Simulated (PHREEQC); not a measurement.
Model water analysis in mg/L, 20 °C, pH 5.92, pe 1.2:

| constituent | mg/L |
|---|---|
| Na | 0.00725 |
| K | 0.000327 |
| Ca | 0.0138 |
| Mg | 0.00617 |
| Cl | 0.00173 |
| S(6) as SO4 | 0.0566 |
| Alkalinity as HCO3 | 0.0169 |
| Mn(2) | 0.00232 |
| Li | 3.13e-05 |

Cl is adjusted to close the charge balance.
Valence states are taken as typed.

The numbers come from PHREEQC with the ion-association model, phreeqc.dat.

This is a speciation only: nothing precipitates in the calculation.

Q: What ionic strength does the model give?

A: ionic strength 4.04e-6 mol/kgw.

Q: In which forms is C present?

A: CO2 74 %, HCO3- 26 % of the C.
